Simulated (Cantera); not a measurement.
**Hydrocarbon pyrolysis for carbon deposition**

A perfectly stirred reactor is fed with 66.7 % C₂H₆, 33.3 % N₂, at 5.10 Torr; it is held at 1125 K, and followed from long to short residence time.

Computed with Cantera and GRI-Mech 3.0 (53 species, 325 reactions). GRI-Mech 3.0 stops at C3 and has no aromatics, soot or wall deposition, so with more carbon than oxygen in the feed, carbon stays in small species such as C2H2 where larger ones or solid carbon would form. Radical loss at walls, strong at low pressure, is not modelled.

```
τ (s)   x C₂H₆     x CH₂     x HCN     x CH₄     x C₂H     x CH₃      x H₂
------  ------  --------  --------  --------  --------  --------  --------
14      0.0261  2.83e-10  1.52e-12    0.0938  1.30e-10   3.84e-5     0.363
5.1     0.0652  5.17e-10  1.29e-12    0.0912  8.10e-11   5.76e-5     0.316
1.8      0.160  8.72e-10  1.01e-12    0.0706  3.85e-11   8.27e-5     0.259
0.66     0.320   1.28e-9    <1e-12    0.0406  1.73e-11  0.000108     0.179
0.24     0.488   1.55e-9    <1e-12    0.0174  7.85e-12  0.000123    0.0940
0.085    0.597   1.43e-9    <1e-12   0.00585  2.99e-12  0.000119    0.0369
0.031    0.645  8.42e-10    <1e-12   0.00157    <1e-12   8.87e-5    0.0115
0.011    0.662  2.41e-10    <1e-12  0.000290    <1e-12   4.65e-5   0.00225
0.0040   0.666  6.59e-11    <1e-12   6.15e-5    <1e-12   2.72e-5  0.000289
0.0014   0.667  1.70e-11    <1e-12   1.31e-5    <1e-12   1.65e-5   2.37e-5
```
x: mole fraction; the columns are a selection and need not sum to one.
